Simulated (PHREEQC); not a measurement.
Spent oxide etchant: speciation

A solution holds 120 mmol/kgw HF, 4.4 mmol/kgw (NH4)2SiF6, 2.3 mmol/kgw HBF4 and 8.1 mmol/kgw HCl, at 28 °C. Closed to the air; pH follows from the charge balance.

Model: ion-association model, phreeqc.dat, run in PHREEQC.

Each row changes one thing in this solution. No solid was allowed to form.

```tsv
case	pH	ionic strength (mol/kgw)	HF (mol/kgw)	F- (mol/kgw)	HF2- (mol/kgw)	BF3OH- (mol/kgw)	SI of Quartz (SiO2)
as made	1.80	0.0312	0.110	0.00531	0.00229	8.04e-6	-7.44
diluted 100-fold with water	[?]	[?]	0.000802	0.000735	2.31e-6	1.90e-7	[?]
HF from 0.12 to 0.012 mol/kgw	2.00	0.0244	0.0113	0.000849	3.77e-5	7.45e-5	-1.89
HCl from 0.0081 to 0.0162 mol/kgw	[?]	0.0376	0.112	0.00409	0.00180	7.87e-6	-7.26
temperature from 28 to 25 °C	1.80	0.0314	0.110	0.00551	0.00232	[?]	-7.64
```

Task: Complete the blanks.

Result: 
- diluted 100-fold with water, pH: 3.15
- diluted 100-fold with water, ionic strength (mol/kgw): 0.000825
- diluted 100-fold with water, SI of Quartz (SiO2): -0.44
- HCl from 0.0081 to 0.0162 mol/kgw, pH: 1.68
- temperature from 28 to 25 °C, BF3OH- (mol/kgw): 7.61e-6

SiF6-2 is the database's only silicon fluoride. Real BF4- forms and hydrolyses slowly; the run takes it at equilibrium.
